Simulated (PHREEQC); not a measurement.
Spent oxide etchant (model solution)

Solution (56 °C): 1.5 mmol/kgw HF, 0.21 mmol/kgw (NH4)2SiF6 and 0.77 mmol/kgw HBF4. Closed to the air; pH follows from the charge balance.

All values are PHREEQC results (ion-association model, phreeqc.dat), not measurements.

Each row changes one thing in this solution. Precipitation was switched off in this run.

```json
[
 {"case": "as made", "pH": "2.96", "ionic strength (mol/kgw)": "0.00164", "HF (mol/kgw)": "0.00337", "F- (mol/kgw)": "0.00119", "H3BO3 (mol/kgw)": "0.000522", "BF4- (mol/kgw)": "0.000170", "SI of Quartz (SiO2)": "-0.26"},
 {"case": "HF from 0.0015 to 0.00225 mol/kgw", "pH": "2.92", "ionic strength (mol/kgw)": "0.00178", "HF (mol/kgw)": "0.00376", "F- (mol/kgw)": "0.00120", "H3BO3 (mol/kgw)": "0.000470", "BF4- (mol/kgw)": "0.000217", "SI of Quartz (SiO2)": "-0.34"},
 {"case": "3e-05 mol/kgw Ca(OH)2 added", "pH": "2.97", "ionic strength (mol/kgw)": "0.00170", "HF (mol/kgw)": "0.00334", "F- (mol/kgw)": "0.00121", "H3BO3 (mol/kgw)": "0.000522", "BF4- (mol/kgw)": "0.000170", "SI of Quartz (SiO2)": "-0.27"},
 {"case": "diluted 10-fold with water", "pH": "3.55", "ionic strength (mol/kgw)": "0.000333", "HF (mol/kgw)": "0.000251", "F- (mol/kgw)": "0.000332", "H3BO3 (mol/kgw)": "7.68e-5", "BF4- (mol/kgw)": "2.88e-9", "SI of Quartz (SiO2)": "-1.11"},
 {"case": "(NH4)2SiF6 from 0.00021 to 2.1e-05 mol/kgw", "pH": "2.94", "ionic strength (mol/kgw)": "0.00123", "HF (mol/kgw)": "0.00301", "F- (mol/kgw)": "0.00102", "H3BO3 (mol/kgw)": "0.000588", "BF4- (mol/kgw)": "0.000118", "SI of Quartz (SiO2)": "-1.19"},
 {"case": "(NH4)2SiF6 from 0.00021 to 0.000231 mol/kgw", "pH": "2.96", "ionic strength (mol/kgw)": "0.00169", "HF (mol/kgw)": "0.00341", "F- (mol/kgw)": "0.00120", "H3BO3 (mol/kgw)": "0.000516", "BF4- (mol/kgw)": "0.000175", "SI of Quartz (SiO2)": "-0.23"},
 {"case": "HF left out", "pH": "3.06", "ionic strength (mol/kgw)": "0.00136", "HF (mol/kgw)": "0.00256", "F- (mol/kgw)": "0.00113", "H3BO3 (mol/kgw)": "0.000625", "BF4- (mol/kgw)": "8.50e-5", "SI of Quartz (SiO2)": "-0.16"},
 {"case": "HBF4 from 0.00077 to 0.00115 mol/kgw", "pH": "2.88", "ionic strength (mol/kgw)": "0.00191", "HF (mol/kgw)": "0.00394", "F- (mol/kgw)": "0.00115", "H3BO3 (mol/kgw)": "0.000682", "BF4- (mol/kgw)": "0.000345", "SI of Quartz (SiO2)": "-0.35"}
]
```

Complexes and solids missing from the database can't appear. Away from 25 °C the constants follow the database's enthalpies or fits; those with neither stay at their 25 °C values. SiF6-2 is the database's only silicon fluoride. Real BF4- forms and hydrolyses slowly; the run takes it at equilibrium.
